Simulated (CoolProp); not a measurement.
Properties of carbon monoxide along the isotherm 199.3 K (Tc = 132.9 K, pc = 34.98 bar, ω = 0.050).

The numbers come from the reference Helmholtz-energy equation of state, Lemmon 2006 in CoolProp. It is a short technical equation, of lower accuracy than the large ones.

| p (bar) | phase | cp (kJ/(kg K)) | cv (kJ/(kg K)) | speed of sound (m/s) | expansivity (1/kK) |
|---|---|---|---|---|---|
| 1.11 | gas | 1.044 | 0.7431 | 287.5 | 5.070 |
| 2.27 | gas | 1.050 | 0.7439 | (withheld) | 5.126 |
| 4.66 | gas | 1.062 | (withheld) | 286.7 | 5.243 |
| 9.58 | gas | 1.087 | 0.7494 | (withheld) | 5.492 |
| 19.7 | gas | 1.145 | 0.7572 | 284.2 | 6.040 |
| 40.4 | supercritical | 1.286 | 0.7738 | (withheld) | 7.292 |
| 83 | supercritical | 1.634 | 0.8059 | 296.0 | 9.801 |
| 170 | supercritical | 1.901 | 0.8407 | 384.2 | 9.024 |
| 350 | supercritical | 1.702 | 0.8739 | 584.8 | 4.866 |

Problem. Complete the blanks.

Solution. 
- 2.27, speed of sound (m/s): 287.2
- 4.66, cv (kJ/(kg K)): 0.7457
- 9.58, speed of sound (m/s): 285.7
- 40.4, speed of sound (m/s): 283.6
